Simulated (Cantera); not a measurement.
A closed system holds: 1 mol Cr, 0.83 mol N2O, 6.7 mol H2, at 4.05 Torr.

Method: chemical equilibrium by Gibbs-energy minimisation in Cantera with the NASA 1993 tables (ideal gas, pure condensed phases). Candidate condensed phases: Cr, CrN, Cr2N, Cr2O3, H2O; 29 gas species. Mutual solubility and eutectic melting of coexisting phases are not modelled. Kinetics and transport are ignored. All values below are at 1125 K.

Base state: H2 0.903, N2 0.0968, H2O 5.30e-5 (mole fractions); condensed: Cr2N(s) + Cr2O3(s).

What changes in the equilibrium state with this change: N2O from 0.83 to 0.18 mol?


```
species         before    after
-------------  -------  -------
H2               0.903    0.982
N2              0.0968   0.0183
H2O            5.30e-5  4.37e-5
Cr2N(s), mol     0.223    0.110
Cr2O3(s), mol    0.277   0.0599
Cr(s), mol           0    0.660
```
